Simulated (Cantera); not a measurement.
Cantera run:

```python
import numpy as np
import cantera as ct

gas_names = """
    Hg N NO NO2 NO3 N2 N2O O O2 O3
""".split()
cond_names = """
    Hg(cr) Hg(L) HgO(s)
""".split()


# ... load() reads the species with a 1 bar reference pressure and builds the phases ...
atoms = {
    'HgO': {'Hg': 1, 'O': 1},
    'N2': {'N': 2},
}
top_T = {}  # K; cautious upper limits of use, not melting points


# ... equilibrate(T, P, feed) seeds the gas with the atoms and calls Mixture.equilibrate('TP', solver="vcs", rtol=1e-11, max_steps=5000) ...
results = []
T = 925  # K
P = 370000  # Pa
for m in [0.15, 0.24, 0.38, 0.6, 0.95, 1.5, 2.4, 3.8, 5.9, 9.4]:
    feed = {'HgO': 1, 'N2': m}  # mol
    mix = equilibrate(T, P, feed)
    results.append((T, P, feed, dict(zip(mix.species_names, mix.species_moles))))

top = {s: max(r[3][s] / sum(r[3][g] for g in gas_names) for r in results) for s in gas_names}
cols = sorted((s for s in top if top[s] > 0.001), key=lambda s: -top[s])[:7]
seen = [c for c in cond_names if any(r[3].get(c, 0) > 1e-12 for r in results)]
print("log10 of partial pressures in bar; condensed amounts in mol")
print(f"{'n(N2)':>10s}" + "".join(f"{s[:9]:>10s}" for s in cols + seen))
for T, P, feed, n in results:
    ng = sum(n[g] for g in gas_names)
    print(f"{feed['N2']:10.4g}" + "".join(f"{np.log10(max(n[s] / ng * P / 1e5, 1e-99)):10.3f}" for s in cols)
          + "".join(f"{n.get(c, 0):10.4g}" for c in seen))
```

It prints:

```
log10 of partial pressures in bar; condensed amounts in mol
     n(N2)        N2        Hg        O2
      0.15    -0.473     0.351     0.050
      0.24    -0.292     0.328     0.027
      0.38    -0.126     0.294    -0.007
       0.6     0.024     0.246    -0.055
      0.95     0.157     0.179    -0.122
       1.5     0.267     0.091    -0.210
       2.4     0.357    -0.023    -0.324
       3.8     0.424    -0.156    -0.457
       5.9     0.470    -0.301    -0.602
       9.4     0.504    -0.469    -0.770
```

Method: chemical equilibrium by Gibbs-energy minimisation in Cantera with the NASA 1993 tables (ideal gas, pure condensed phases).
